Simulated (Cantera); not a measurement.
Feed: 1 mol c-C4F8, 0.072 mol CH4, equilibrated at 1875 °C.

These are equilibrium values from Cantera (NASA tables, ideal gas, pure condensed phases), not measurements of a reactor. Candidate condensed phases: C, C6H6, C7H8, C8H18; 95 gas species. The feed counts by its element totals alone. The tables' values for C2F4 are old estimates; treat these amounts as uncertain. Gases not in the tables: C2F6 and larger saturated fluorocarbons. The numbers say what is thermodynamically allowed, not how fast it happens.

x: gas mole fraction; n: condensed amount in mol.

| P (Pa) | x F | x CF4 | x CF2 | x HF | x CF3 | n C(graphite) |
|---|---|---|---|---|---|---|
| 1 | 0.937 | 2.46e-6 | 0.0173 | 0.0366 | 8.14e-6 | 3.87 |
| 4.20 | 0.888 | 0.000147 | 0.0652 | 0.0384 | 0.000122 | 3.52 |
| 18 | ___ | ___ | ___ | ___ | ___ | ___ |
| 75 | 0.493 | 0.0794 | 0.359 | 0.0580 | 0.00666 | 1.84 |
| 320 | 0.235 | 0.318 | 0.348 | 0.0838 | 0.0131 | 1.73 |
| 1300 | 0.0944 | 0.557 | 0.228 | 0.105 | 0.0141 | 1.89 |
| 5600 | 0.0336 | 0.712 | 0.124 | 0.118 | 0.0117 | 2.01 |
| 24000 | ___ | 0.792 | ___ | 0.124 | ___ | 2.07 |
| 100000 | 0.00402 | 0.830 | 0.0318 | 0.127 | 0.00641 | 2.11 |

What belongs in the gaps?


- 24000, x F: 0.0116
- 24000, x CF2: 0.0633
- 24000, x CF3: 0.00883
- 18, x F: 0.745
- 18, x CF4: 0.00574
- 18, x CF2: 0.197
- 18, x HF: 0.0438
- 18, x CF3: 0.00133
- 18, n C(graphite): 2.69
